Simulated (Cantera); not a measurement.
A freely propagating, adiabatic, planar premixed flame of 24.1 % H₂, 19.3 % O₂, 56.6 % N₂, equivalence ratio 0.62, unburnt at 373 K and 0.987 atm; mixture-averaged transport, grid criteria slope 0.08 and curve 0.16, no radiation.

Cantera simulation using the H2/O2 subset of GRI-Mech 3.0, which has no nitrogen chemistry; the numbers are that mechanism's predictions, not measurements. Burning velocities carry a grid error of a few per cent, more on coarse grids. Lean hydrogen flames are cellular in practice and burn faster than this planar one.

x: mole fraction of selected species; z is measured from the peak of heat release.

| z (mm) | T (K) | u (m/s) | x H₂ | x O₂ | x H₂O | x H₂O₂ | x HO₂ | x H |
|---|---|---|---|---|---|---|---|---|
| -0.998 | 373 | 2.28 | 0.241 | 0.193 | <1e-8 | <1e-8 | <1e-8 | <1e-8 |
| -0.665 | 373 | 2.28 | 0.241 | 0.193 | 4.58e-8 | <1e-8 | <1e-8 | <1e-8 |
| -0.499 | 373 | 2.27 | 0.240 | 0.193 | 6.95e-7 | <1e-8 | 3.70e-8 | <1e-8 |
| -0.333 | 374 | 2.27 | 0.238 | 0.193 | … | … | … | <1e-8 |
| -0.166 | 417 | 2.48 | 0.217 | 0.198 | 0.00222 | 2.48e-5 | 0.000192 | 6.56e-6 |
| -0.0832 | 710 | 4.07 | 0.169 | 0.193 | 0.0317 | 7.66e-5 | 0.000367 | 0.00191 |
| 0 | 1134 | 6.32 | 0.0987 | 0.161 | 0.106 | 1.88e-5 | 0.000159 | 0.0122 |
| 0.0832 | 1437 | 7.95 | 0.0424 | 0.116 | 0.182 | 5.70e-6 | 8.87e-5 | 0.0204 |
| 0.166 | 1606 | 8.86 | 0.0213 | 0.0950 | 0.215 | 2.90e-6 | 5.89e-5 | 0.0194 |
| 0.333 | 1775 | 9.73 | 0.0135 | 0.0863 | 0.233 | 1.37e-6 | 3.76e-5 | 0.0127 |
| 0.665 | 1921 | 10.5 | 0.00936 | 0.0838 | 0.244 | 7.16e-7 | 2.21e-5 | 0.00624 |
| 1.33 | 2029 | 11.0 | 0.00531 | 0.0829 | 0.254 | 4.28e-7 | 1.16e-5 | 0.00236 |
| 2.66 | 2094 | 11.3 | … | 0.0831 | 0.261 | … | … | … |

Task: Fill in the missing entries.

Result: 
- -0.333, x H₂O: 1.37e-5
- -0.333, x H₂O₂: 1.18e-7
- -0.333, x HO₂: 8.78e-7
- 2.66, x H₂: 0.00247
- 2.66, x H₂O₂: 2.81e-7
- 2.66, x HO₂: 6.12e-6
- 2.66, x H: 0.000705
